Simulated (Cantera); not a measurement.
An isothermal, constant-pressure homogeneous reactor starts with CH2O : O2 : N2 = 0.0056 : 0.0025 : 1 (molar parts), at 1150 K and 2.17 atm.

Cantera simulation using GRI-Mech 3.0 (53 species, 325 reactions); the numbers are that mechanism's predictions, not measurements.

Question: Predict: x(NO) at 20.0 s; x(H2) at 20.0 s.

Answer: 
```json
{
 "x(NO) at 20.0 s": "5.58e-9 (gas-phase equilibrium <1e-12)",
 "x(H2) at 20.0 s": "0.00251 (gas-phase equilibrium 0.00295)"
}
```
